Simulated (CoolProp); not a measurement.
Vapour-liquid equilibrium of isobutane (1) + acetone (2) at 0.446 MPa; x and y are mole fractions of (1).

The numbers come from the multi-fluid Helmholtz-energy mixture model, Bücker 2006 and Lemmon 2006; pair parameters Bell 2016 in CoolProp.

```
x     bubble temperature (K)  y at the bubble point  dew temperature at overall composition x (K)  liquid density (mol/L)
----  ----------------------  ---------------------  --------------------------------------------  ----------------------
0.05                   360.9                  0.398                                         378.2                   11.95
0.15                     ___                  0.734                                         373.7                   11.98
0.25                   323.0                    ___                                         368.9                   11.73
0.35                   317.5                  0.868                                         363.6                   11.38
0.45                   314.8                  0.885                                         357.7                   10.98
0.55                   313.3                  0.895                                         351.0                   10.60
0.65                   312.1                  0.905                                         343.1                   10.23
0.75                     ___                  0.918                                         333.3                   9.908
0.85                   309.2                  0.938                                         320.3                   9.626
0.95                   307.5                    ___                                         308.5                   9.390
```

**Question.** Some entries are withheld; supply them.

**Answer.** 
- 0.15, bubble temperature (K): 335.1
- 0.25, y at the bubble point: 0.832
- 0.75, bubble temperature (K): 310.8
- 0.95, y at the bubble point: 0.973

No azeotrope shows between x = 0.05 and 0.95.

Pair parameters are fitted to limited data, so mixtures are less certain than the pure fluids. With so large a gap from Raoult's law the liquid may split in two, which this calculation doesn't test in full.
